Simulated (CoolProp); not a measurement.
Aqueous ethanol as a coolant, 27 % by mass, freezing at -17.3 °C, 1 atm.

Computed with CoolProp (Melinder's fits for secondary coolants).

```json
[
 {"T (°C)": "-9.8", "density (kg/m³)": "972.3", "conductivity (W/(m K))": "0.405", "cp (kJ/(kg K))": "4.215", "viscosity (mPa s)": "11.5"},
 {"T (°C)": "-2.8", "density (kg/m³)": "969.7", "conductivity (W/(m K))": "0.410", "cp (kJ/(kg K))": "4.232", "viscosity (mPa s)": "7.46"},
 {"T (°C)": "4.2", "density (kg/m³)": "966.8", "conductivity (W/(m K))": "0.415", "cp (kJ/(kg K))": "4.244", "viscosity (mPa s)": "5.10"},
 {"T (°C)": "11.2", "density (kg/m³)": "963.5", "conductivity (W/(m K))": "0.420", "cp (kJ/(kg K))": "4.252", "viscosity (mPa s)": "3.65"},
 {"T (°C)": "18.1", "density (kg/m³)": "959.9", "conductivity (W/(m K))": "0.425", "cp (kJ/(kg K))": "4.259", "viscosity (mPa s)": "2.73"},
 {"T (°C)": "25.1", "density (kg/m³)": "955.9", "conductivity (W/(m K))": "0.430", "cp (kJ/(kg K))": "4.267", "viscosity (mPa s)": "2.11"},
 {"T (°C)": "32.1", "density (kg/m³)": "951.7", "conductivity (W/(m K))": "0.435", "cp (kJ/(kg K))": "4.276", "viscosity (mPa s)": "1.67"},
 {"T (°C)": "39.1", "density (kg/m³)": "947.2", "conductivity (W/(m K))": "0.440", "cp (kJ/(kg K))": "4.288", "viscosity (mPa s)": "1.35"}
]
```
